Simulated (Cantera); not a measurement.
Thermodynamics of abatement and gas-phase synthesis, feed SF6 + H2

Charge: 1 mol SF6, 5.3 mol H2, at 0.100 bar.

Method: chemical equilibrium by Gibbs-energy minimisation in Cantera with the NASA 1993 tables (ideal gas, pure condensed phases). Candidate condensed phases: S; 24 gas species. Equilibrium is a limit: real reactors are often held back by kinetics, nucleation or transport.

```json
[
 {"T (K)": "3098", "log p HF": "-1.25", "log p H": "-1.65", "log p H2": "-1.96", "log p S": "-2.11", "log p F": "-3.07"},
 {"T (K)": "3148", "log p HF": "-1.25", "log p H": "-1.62", "log p H2": "-2.01", "log p S": "-2.10", "log p F": "-2.96"},
 {"T (K)": "3198", "log p HF": "-1.26", "log p H": "-1.58", "log p H2": "-2.06", "log p S": "-2.10", "log p F": "-2.85"},
 {"T (K)": "3248", "log p HF": "-1.27", "log p H": "-1.55", "log p H2": "-2.11", "log p S": "-2.09", "log p F": "-2.74"},
 {"T (K)": "3298", "log p HF": "-1.28", "log p H": "-1.52", "log p H2": "-2.17", "log p S": "-2.09", "log p F": "-2.63"},
 {"T (K)": "3348", "log p HF": "-1.30", "log p H": "-1.50", "log p H2": "-2.23", "log p S": "-2.09", "log p F": "-2.53"},
 {"T (K)": "3398", "log p HF": "-1.31", "log p H": "-1.48", "log p H2": "-2.29", "log p S": "-2.09", "log p F": "-2.43"},
 {"T (K)": "3448", "log p HF": "-1.33", "log p H": "-1.45", "log p H2": "-2.35", "log p S": "-2.09", "log p F": "-2.33"}
]
```
log p: log10 of the partial pressure in bar; nothing condenses.

From 3098 K to 3448 K nothing is condensed.
